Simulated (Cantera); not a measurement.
An isothermal, constant-pressure homogeneous reactor starts with 27.6 % H2, 17.2 % O2, 55.2 % N2, equivalence ratio 0.80, at 1025 K and 0.987 atm.

Computed with Cantera and the H2/O2 subset of GRI-Mech 3.0, which has no nitrogen chemistry. The temperature is held fixed by assumption; the heat of reaction is taken as removed at once.

One state of this run: x H2 = 0.00418; x O2 = 0.0420; x O = 2.44e-7; x H2O2 = 2.31e-5; x H = 2.64e-7; x OH = 6.94e-7. x: mole fraction; the columns are a selection and need not sum to one.

Problem. Which value of t (s) does it belong to?
A. 0.000739
B. 3.00e-5
C. 0.201
D. 0.000332

Solution. C, 0.201
